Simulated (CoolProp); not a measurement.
Methanol along the isobar 9120 kPa: Z from the reference equation and from simpler models built on Tc = 513.4 K, pc = 8216 kPa, ω = 0.565; each cubic takes its own stable root.

Computed with CoolProp (reference Helmholtz-energy equation of state, de Reuck 1993).

```json
[
 {"T (K)": "264.3", "phase": "liquid", "reference": "0.1611"},
 {"T (K)": "274.8", "phase": "liquid", "reference": "0.1568"},
 {"T (K)": "285.3", "phase": "liquid", "reference": "0.1528"},
 {"T (K)": "295.9", "phase": "liquid", "reference": "0.1491"},
 {"T (K)": "306.4", "phase": "liquid", "reference": "0.1457"},
 {"T (K)": "316.9", "phase": "liquid", "reference": "0.1426"},
 {"T (K)": "327.4", "phase": "liquid", "reference": "0.1397"},
 {"T (K)": "338", "phase": "liquid", "reference": "0.1371"},
 {"T (K)": "348.5", "phase": "liquid", "reference": "0.1347"}
]
```

### Question
How far does each simpler model (van der Waals, Redlich-Kwong) lie from the reference over these 9 states: mean and median of the absolute difference, and the worst?

### Answer
- van der Waals: mean 102.2 %, median 102.1 %, worst +102.6 % at 264.3 K and 9120 kPa
- Redlich-Kwong: mean 38.8 %, median 38.6 %, worst +40.7 % at 348.5 K and 9120 kPa
